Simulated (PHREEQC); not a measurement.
Ca(OH)2 is added in steps, without added water, to 1 kg of water holding 4.7 mmol/kgw HF, 66 mmol/kgw NaF and 1.3 mmol/kgw H4SiO4, at 25 °C. O2 is buffered at 0.21 atm. No CO2 enters from the air. The run lets Fluorite, Portlandite, SiO2(a) precipitate or redissolve, and no other solid.

Base run: PHREEQC, ion-association model, wateq4f.dat. Each further column changes one thing. The table gives pH.

```json
[
 {"Ca(OH)2 added (mol)": "0", "base": "5.49", "Davies equation for every ion": "5.51", "all activity coefficients set to 1": "5.55", "Debye-Hückel limiting law": "5.49"},
 {"Ca(OH)2 added (mol)": "0.02625", "base": "12.56", "Davies equation for every ion": "12.57", "all activity coefficients set to 1": "12.66", "Debye-Hückel limiting law": "12.53"},
 {"Ca(OH)2 added (mol)": "0.04594", "base": "12.77", "Davies equation for every ion": "12.78", "all activity coefficients set to 1": "12.84", "Debye-Hückel limiting law": "12.76"},
 {"Ca(OH)2 added (mol)": "0.07219", "base": "12.77", "Davies equation for every ion": "12.78", "all activity coefficients set to 1": "12.84", "Debye-Hückel limiting law": "12.76"},
 {"Ca(OH)2 added (mol)": "0.09187", "base": "12.77", "Davies equation for every ion": "12.78", "all activity coefficients set to 1": "12.84", "Debye-Hückel limiting law": "12.76"},
 {"Ca(OH)2 added (mol)": "0.1181", "base": "12.77", "Davies equation for every ion": "12.78", "all activity coefficients set to 1": "12.84", "Debye-Hückel limiting law": "12.76"},
 {"Ca(OH)2 added (mol)": "0.1378", "base": "12.77", "Davies equation for every ion": "12.78", "all activity coefficients set to 1": "12.84", "Debye-Hückel limiting law": "12.76"},
 {"Ca(OH)2 added (mol)": "0.1641", "base": "12.77", "Davies equation for every ion": "12.78", "all activity coefficients set to 1": "12.84", "Debye-Hückel limiting law": "12.76"},
 {"Ca(OH)2 added (mol)": "0.1837", "base": "12.77", "Davies equation for every ion": "12.78", "all activity coefficients set to 1": "12.84", "Debye-Hückel limiting law": "12.76"},
 {"Ca(OH)2 added (mol)": "0.21", "base": "12.77", "Davies equation for every ion": "12.78", "all activity coefficients set to 1": "12.84", "Debye-Hückel limiting law": "12.76"}
]
```

SiF6-2 is the database's only silicon fluoride.
